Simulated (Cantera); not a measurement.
A perfectly stirred reactor is fed with 13.9 % H2, 7.15 % O2, 78.7 % N2, 0.305 % NO, at 0.850 bar; it is adiabatic with a 725 K inlet, and is followed from long to short residence time, starting on the burning branch (τ in s: 0.025, 0.0094, 0.0035, 0.0013, 0.00047, 0.00017, 6.5e-05, 2.4e-05, 8.8e-06).

Cantera simulation using GRI-Mech 3.0 (53 species, 325 reactions); the numbers are that mechanism's predictions, not measurements. The mechanism lacks 2 NO + O2 → 2 NO2 and HONO, so NO2 and the effect of NO are under-described below about 1400 K.

Problem. Predict: blow-out, bracketed by the residence times tried; x(H2) at τ = 25.0 ms; x(O2) at τ = 25.0 ms; x(NO) at τ = 25.0 ms; x(H2O2) at τ = 25.0 ms; x(OH) at τ = 25.0 ms; x(H2) at τ = 0.470 ms; x(O2) at τ = 0.470 ms; x(NO) at τ = 0.470 ms; x(H2O2) at τ = 0.470 ms; x(OH) at τ = 0.470 ms.

Solution. 
- blow-out, bracketed by the residence times tried: burning at 65.0 µs, out at 24.0 µs
- x(H2) at τ = 25.0 ms: 0.00480
- x(O2) at τ = 25.0 ms: 0.00448
- x(NO) at τ = 25.0 ms: 0.00294
- x(H2O2) at τ = 25.0 ms: 1.31e-7
- x(OH) at τ = 25.0 ms: 0.00169
- x(H2) at τ = 0.470 ms: 0.0169
- x(O2) at τ = 0.470 ms: 0.0119
- x(NO) at τ = 0.470 ms: 0.00318
- x(H2O2) at τ = 0.470 ms: 9.95e-7
- x(OH) at τ = 0.470 ms: 0.00311
